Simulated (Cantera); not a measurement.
A perfectly stirred reactor is fed with C3H8 : O2 : N2 = 1 : 12.5 : 47 (molar parts), equivalence ratio 0.40, at 5.00 bar; it is adiabatic with a 325 K inlet, and is followed from long to short residence time, starting on the burning branch (τ in s: 0.04, 0.02, 0.01, 0.0051, 0.0025, 0.0013, 0.00064, 0.00032, 0.00016, 8e-05, 4e-05, 2e-05).

Model: GRI-Mech 3.0 (53 species, 325 reactions), integrated in Cantera. GRI-Mech 3.0 was tuned for natural gas; its chemistry of propane as a main component is partial and can be far from experiment.

Q: What does this change do: O2 12.5 to 7.9 parts?

A: 
```
quantity                                                                      before                               after
------------------------------------------------  ----------------------------------  ----------------------------------
blow-out, bracketed by the residence times tried  burning at 20.0 ms, out at 10.0 ms  burning at 10.0 ms, out at 5.10 ms
x(C3H8) at τ = 40.0 ms                                                       4.39e-5                             1.10e-5
x(O2) at τ = 40.0 ms                                                           0.124                              0.0517
x(CH2CO) at τ = 40.0 ms                                                      5.61e-5                             1.66e-5
x(H2O) at τ = 40.0 ms                                                         0.0643                              0.0700
x(NO) at τ = 40.0 ms                                                         5.09e-8                             5.68e-7
x(C3H8) at τ = 0.640 ms                                                       0.0165                              0.0179
x(O2) at τ = 0.640 ms                                                          0.207                               0.141
x(CH2CO) at τ = 0.640 ms                                                      <1e-12                              <1e-12
x(H2O) at τ = 0.640 ms                                                        <1e-12                              <1e-12
x(NO) at τ = 0.640 ms                                                         <1e-12                              <1e-12
```

Q: What does this change do: inlet temperature 325 to 625 K?

A: 
```tsv
quantity	before	after
blow-out, bracketed by the residence times tried	burning at 20.0 ms, out at 10.0 ms	burning at 0.640 ms, out at 0.320 ms
x(C3H8) at τ = 40.0 ms	4.39e-5	2.61e-6
x(O2) at τ = 40.0 ms	0.124	0.122
x(CH2CO) at τ = 40.0 ms	5.61e-5	5.19e-6
x(H2O) at τ = 40.0 ms	0.0643	0.0649
x(NO) at τ = 40.0 ms	5.09e-8	2.80e-6
x(C3H8) at τ = 0.640 ms	0.0165	7.65e-5
x(O2) at τ = 0.640 ms	0.207	0.127
x(CH2CO) at τ = 0.640 ms	<1e-12	0.000119
x(H2O) at τ = 0.640 ms	<1e-12	0.0632
x(NO) at τ = 0.640 ms	<1e-12	3.43e-7
```

Q: What does this change do: C3H8 1 to 0.63 parts?

A: 
```csv
quantity,before,after
"blow-out, bracketed by the residence times tried","burning at 20.0 ms, out at 10.0 ms",not reached
x(C3H8) at τ = 40.0 ms,4.39e-5,0.0105
x(O2) at τ = 40.0 ms,0.124,0.208
x(CH2CO) at τ = 40.0 ms,5.61e-5,<1e-12
x(H2O) at τ = 40.0 ms,0.0643,<1e-12
x(NO) at τ = 40.0 ms,5.09e-8,<1e-12
x(C3H8) at τ = 0.640 ms,0.0165,0.0105
x(O2) at τ = 0.640 ms,0.207,0.208
x(CH2CO) at τ = 0.640 ms,<1e-12,<1e-12
x(H2O) at τ = 0.640 ms,<1e-12,<1e-12
x(NO) at τ = 0.640 ms,<1e-12,<1e-12
state,not reached,not burning at any residence time tried
```
